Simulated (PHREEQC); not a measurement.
Synthetic water in mmol/kgw, 25 °C, pH 8.51:

| constituent | mmol/kgw |
|---|---|
| Na | 75 |
| K | 2.24 |
| Ca | 0.587 |
| Mg | 12.9 |
| Cl | 95.9 |
| S(6) | 1.86 |
| Alkalinity (meq/kgw) | 0.665 |
| Si | 0.0312 |

Valence states are taken as typed.

The numbers come from PHREEQC with the Pitzer model, pitzer.dat.

No solid was allowed to form.

Problem. Predict the specific conductance.

Solution. specific conductance 10400 µS/cm.

Problem. In which forms is Si present?

Solution. H4SiO4 94 %, H3SiO4- 6.5 % of the Si.

Examples of supersaturated solids here: Magnesite (slow to form). Others may be too.
